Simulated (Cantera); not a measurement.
A closed system holds: 1 mol Zr, 0.13 mol NH3, 0.53 mol N2, at 0.360 Torr.

These are equilibrium values from Cantera (NASA tables, ideal gas, pure condensed phases), not measurements of a reactor. Candidate condensed phases: Zr, ZrN; 11 gas species. ZrN: taken at fixed stoichiometry. The numbers say what is thermodynamically allowed, not how fast it happens.

Over these rows the condensed part is ZrN(s). Partial pressures as log10 of bar:

```tsv
T (K)	1000/T (1/K)	log p Zr	log p H2	log p H	log p N2
2173	0.4602	-9.45	-3.59	-4.11	-3.84
2248	0.4448	-8.68	-3.64	-3.95	-3.86
2323	0.4305	?	-3.71	-3.82	-3.88
2398	0.4170	-7.27	-3.80	-3.70	-3.90
2473	0.4044	-6.63	-3.92	-3.61	-3.93
2548	0.3925	-6.02	-4.07	-3.55	-3.96
```

Task: Fit log p(Zr) = a + b·(1000/T) to the five rows, give the apparent enthalpy, and predict the row at 2323 K.

Result: Means: 1000/T = 0.4238, log p = -7.610. Sxy = -0.160537, Sxx = 0.0031682, so b = -50.67 and a = -7.610 − (-50.67)×0.4238 = 13.86.
Apparent enthalpy: −19.145 × (-50.67) = 970 kJ/mol. With the condensed phases at unit activity, ZrN(s) = Zr(g) + 1/2 N2(g) links this pressure to the main gases: over the six rows their terms move log p by +0.06 in all, so the slope is close to that reaction's ΔH°. The five rows lie within 0.01 of the line.
Prediction at 2323 K: 13.86 + (-50.67)×0.4305 = -7.95. The computed value is -7.95, 0.00 from the line.
